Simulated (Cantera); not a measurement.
Feed: 1 mol (CH3)2SiCl2, 0.15 mol C3H8, 87 mol H2, equilibrated at 0.250 bar.

These are equilibrium values from Cantera (NASA tables, ideal gas, pure condensed phases), not measurements of a reactor. Candidate condensed phases: C, C6H6, C7H8, C8H18, Si, SiC; 109 gas species. The feed counts by its element totals alone. Rates play no part.

x: gas mole fraction; n: condensed amount in mol.

```
T (K)   x H2   x HCl     x CH4      x H  x SiCl4  x SiHCl3  n SiC(s)  n C(graphite)
-----  -----  ------  --------  -------  -------  --------  --------  -------------
1025   0.962  0.0219    0.0162  8.55e-9  6.39e-5   2.42e-5     0.992              ?
1075   0.967  0.0219    0.0106  2.89e-8  1.96e-5   1.07e-5     0.997              ?
1125   0.971  0.0219   0.00680  8.76e-8  6.91e-6   5.32e-6     0.999              ?
1175   0.974  0.0219   0.00454  2.42e-7  2.67e-6   2.80e-6     0.999              ?
1225   0.975  0.0219   0.00312  6.15e-7  1.12e-6   1.55e-6     0.999           1.17
1275   0.976  0.0219   0.00221  1.46e-6  5.03e-7   9.06e-7     1.000           1.25
1325   0.977  0.0219   0.00160  3.23e-6  2.41e-7   5.51e-7     0.999           1.30
1375   0.977  0.0218   0.00119  6.77e-6  1.22e-7   3.48e-7     0.999           1.34
1425   0.977  0.0218  0.000900  1.35e-5  6.50e-8   2.28e-7     0.999           1.37
1475   0.977  0.0218  0.000694  2.56e-5  3.61e-8   1.53e-7     0.999           1.39
1525   0.978  0.0218  0.000545  4.68e-5  2.09e-8   1.06e-7     0.999           1.40
1575   0.978  0.0218  0.000435  8.22e-5  1.25e-8   7.50e-8     0.998           1.41
```

Q: What belongs in the gaps?

A: 
- 1025, n C(graphite): 0
- 1075, n C(graphite): 0.496
- 1125, n C(graphite): 0.832
- 1175, n C(graphite): 1.04
